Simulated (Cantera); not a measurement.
## Catalytic combustion on Pt

An isothermal plug-flow reactor at 973 K and 0.260 bar (inlet), inlet velocity 0.2 m/s, active area per volume 530 1/m; feed 0.415 % CH4, 5.93 % O2, 93.7 % N2, equivalence ratio 0.14.

Cantera simulation using Deutschmann's 1995 Pt surface mechanism with GRI-Mech 3.0 gas chemistry; the numbers are that mechanism's predictions, not measurements. Catalytic surfaces can have several steady states; this one follows from the mechanism file's or the stated starting coverage. Mass transfer to the wall is taken as infinitely fast.

```json
[
 {"z (m)": "0.00032", "x CH4": "0.00369", "x O2": "0.0584", "x H2O": "0.000922", "x CO2": "0.000459", "x CO": "2.09e-6", "θ free Pt": "0.269", "θ O*": "0.730", "θ OH*": "0.000351"},
 {"z (m)": "0.00069", "x CH4": "0.00322", "x O2": "0.0574", "x H2O": "0.00187", "x CO2": "0.000931", "x CO": "1.83e-6", "θ free Pt": "0.270", "θ O*": "0.730", "θ OH*": "0.000491"},
 {"z (m)": "0.0015", "x CH4": "0.00238", "x O2": "0.0557", "x H2O": "0.00354", "x CO2": "0.00177", "x CO": "1.35e-6", "θ free Pt": "0.271", "θ O*": "0.728", "θ OH*": "0.000673"},
 {"z (m)": "0.0032", "x CH4": "0.00125", "x O2": "0.0535", "x H2O": "0.00580", "x CO2": "0.00290", "x CO": "7.15e-7", "θ free Pt": "0.273", "θ O*": "0.726", "θ OH*": "0.000859"},
 {"z (m)": "0.0069", "x CH4": "0.000301", "x O2": "0.0516", "x H2O": "0.00769", "x CO2": "0.00384", "x CO": "1.73e-7", "θ free Pt": "0.274", "θ O*": "0.725", "θ OH*": "0.000990"},
 {"z (m)": "0.015", "x CH4": "1.31e-5", "x O2": "0.0510", "x H2O": "0.00826", "x CO2": "0.00413", "x CO": "7.76e-9", "θ free Pt": "0.275", "θ O*": "0.724", "θ OH*": "0.00103"},
 {"z (m)": "0.032", "x CH4": "1.90e-8", "x O2": "0.0510", "x H2O": "0.00829", "x CO2": "0.00414", "x CO": "1.94e-10", "θ free Pt": "0.275", "θ O*": "0.724", "θ OH*": "0.00103"}
]
```
x: gas mole fraction; θ: surface coverage.
